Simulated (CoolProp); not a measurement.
A single-stage vapour-compression cycle with propane: evaporating at 219.15 K (dew point), condensing at 279.15 K (bubble point), superheat 10 K, subcooling 0 K, compressor efficiency 0.85, no pressure losses. Each further row changes one setting.

Values from CoolProp's reference Helmholtz-energy equation of state, Lemmon 2009.

```csv
case,cooling COP,pressure ratio,discharge temperature (K),refrigerating effect (kJ/kg),volumetric capacity (kJ/m³)
as stated,2.41,9.77,319.3,310,427
evaporating temperature 224.15 K,2.75,7.67,315.3,317,545
condensing temperature 274.15 K,2.70,8.42,313.1,323,444
subcooling 5 K,2.50,9.77,319.3,323,444
superheat 20 K,2.41,9.77,329.8,325,426
compressor efficiency 0.75,2.12,9.77,328.4,310,427
```
